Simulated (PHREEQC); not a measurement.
Model water analysis in mg/kgw, 50 °C, pH 3.89, pe 9.4: Na 2450; K 11.9; Ca 87.1; Mg 343; Cl 1980; S(6) as SO4 4260; Cu(2) 1.28.

Valence states are taken as typed.

Equilibrium calculation in PHREEQC: ion-association model, phreeqc.dat.

**Question.** The ionic strength comes out as 0.156 mol/kgw. What activity coefficients do Cl-, SO4-2, K+, Mg+2, Cu+2 get?

**Answer.** Cl- 0.72, SO4-2 0.30, K+ 0.72, Mg+2 0.35, Cu+2 0.34.

Precipitation was switched off in this run. Away from 25 °C the constants follow the database's enthalpies or fits; those with neither stay at their 25 °C values.
